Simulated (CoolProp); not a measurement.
The fluid at 293.15 K and 0.112 MPa flows at 1.6 m/s in a round tube of 2 mm bore and 1.5 µm roughness, fully developed (64/Re and Nu = 3.66 if laminar; Colebrook and Gnielinski if turbulent). The same conditions are run with several fluids, on thermodynamics alone (safety and materials aside).

Values from CoolProp's reference Helmholtz-energy equation of state of each fluid (C2F6 (R116): Lemmon 2006; carbon dioxide: Span 1996; sulfur hexafluoride: Guder 2009; R404A: Lemmon 2003). Blends and air are pseudo-pure fits.

```csv
fluid,Reynolds number,Darcy friction factor,pressure drop (Pa/m),heat-transfer coefficient (W/(m² K)),mass flow (kg/h)
C2F6 (R116),1480,0.0432,178,26.4,0.116
carbon dioxide,444,0.144,188,29.7,0.0368
sulfur hexafluoride,1450,___,___,___,0.123
R404A,1220,0.0525,154,24.0,0.0828
```

Task: Complete the blanks.

Result: 
- sulfur hexafluoride, Darcy friction factor: 0.0441
- sulfur hexafluoride, pressure drop (Pa/m): 192
- sulfur hexafluoride, heat-transfer coefficient (W/(m² K)): 23.1

Transport values come from each fluid's own correlations; those of C2F6 (R116) are estimates that may be off by 10 % or more.
